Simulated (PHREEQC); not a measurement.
Hard or scaling water

Dissolve 0.0044 mol/kgw BaCl2, 0.00014 mol/kgw Na2CO3 and 0.00043 mol/kgw NaCl at 70 °C. Closed to the air; pH follows from the charge balance.

Computed with PHREEQC (Pitzer model, pitzer.dat).

Each row changes one thing in this solution. Precipitation was switched off in this run.

```csv
case,pH,HCO3- (mol/kgw),CO3-2 (mol/kgw),SI of Halite (NaCl)
as made,8.85,0.000129,1.03e-5,-6.92
Na2CO3 from 0.00014 to 7e-05 mol/kgw,8.56,6.69e-5,2.77e-6,-7.01
BaCl2 from 0.0044 to 0.00484 mol/kgw,8.84,0.000129,1.04e-5,-6.88
BaCl2 from 0.0044 to 0.00396 mol/kgw,8.85,0.000130,1.02e-5,-6.95
NaCl from 0.00043 to 0.00086 mol/kgw,8.85,0.000129,1.04e-5,-6.69
BaCl2 from 0.0044 to 0.00088 mol/kgw,8.88,0.000131,9.03e-6,-7.49
```

At this temperature some constants are extrapolated from 25 °C, and those without enthalpy data are left unchanged.
